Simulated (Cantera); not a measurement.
A closed system holds: 1 mol HMDSO, 0.32 mol N2O, 37 mol N2, at 0.0133 bar.

Method: chemical equilibrium by Gibbs-energy minimisation in Cantera with the NASA 1993 tables (ideal gas, pure condensed phases). Candidate condensed phases: C, C6H6, C7H8, C8H18, H2O, Si, SiC, SiO2, Si2N2O, Si3N4; 151 gas species. The feed counts by its element totals alone. Mutual solubility and eutectic melting of coexisting phases are not modelled. Equilibrium is a limit: real reactors are often held back by kinetics, nucleation or transport.

Question: Which condensed phases are stable at each of these points (T (K)): 973, 1073, 1173, 1273, 1373, 1473, 1573, 1673, 1773, 1873?

Answer: 
| T (K) | condensed phases | Si condensed (%) |
|---|---|---|
| 973 | C(graphite) + SiO2(β-quartz) + Si2N2O(s) | 100.0 |
| 1073 | C(graphite) + Si2N2O(s) | 100.0 |
| 1173 | C(graphite) + Si2N2O(s) | 100.0 |
| 1273 | C(graphite) + Si2N2O(s) | 100.0 |
| 1373 | C(graphite) + Si2N2O(s) | 100.0 |
| 1473 | C(graphite) + SiC(s) + Si2N2O(s) | 100.0 |
| 1573 | C(graphite) + SiC(s) | 99.8 |
| 1673 | C(graphite) + SiC(s) | 99.8 |
| 1773 | C(graphite) + SiC(s) | 99.7 |
| 1873 | C(graphite) + SiC(s) | 99.5 |

At 973 K the condensed part is C(graphite) + SiO2(β-quartz) + Si2N2O(s). From 1073 K to 1373 K the condensed part is C(graphite) + Si2N2O(s). At 1473 K the condensed part is C(graphite) + SiC(s) + Si2N2O(s). From 1573 K to 1873 K the condensed part is C(graphite) + SiC(s).
